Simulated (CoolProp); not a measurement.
Vapour-liquid equilibrium of cyclohexane (1) + o-xylene (2) at 0.242 MPa; x and y are mole fractions of (1).

The numbers come from the multi-fluid Helmholtz-energy mixture model, Zhou 2014 and Zhou 2012; pair parameters Bell 2016 in CoolProp.

```csv
x,"bubble temperature, mixture model (°C)","bubble temperature, Raoult's law (°C)","y, mixture model","y, Raoult's law"
0.05,172.3,174.0,0.197,0.180
0.125,161.8,165.2,0.410,0.383
0.2,?,157.6,?,0.531
0.275,146.2,150.9,0.656,0.640
0.35,140.4,145.0,?,0.723
0.425,135.6,139.8,0.785,0.787
0.5,131.5,135.1,0.828,0.837
0.575,?,130.8,0.863,0.877
0.65,?,127.0,?,0.910
0.725,121.9,123.5,0.918,0.936
0.8,119.2,120.2,0.942,0.958
0.875,116.7,117.2,0.964,0.976
0.95,114.3,114.5,0.986,0.991
```

**Question.** Some entries are withheld; supply them.

**Answer.** 
- 0.2, bubble temperature, mixture model (°C): 153.2
- 0.2, y, mixture model: 0.555
- 0.35, y, mixture model: 0.730
- 0.575, bubble temperature, mixture model (°C): 127.9
- 0.65, bubble temperature, mixture model (°C): 124.7
- 0.65, y, mixture model: 0.892

The largest gap from Raoult's law is -4.7 K in bubble temperature, at x = 0.275. No azeotrope shows between x = 0.05 and 0.95.

The pair parameters rest on a limited set of measurements; away from them the model extrapolates.
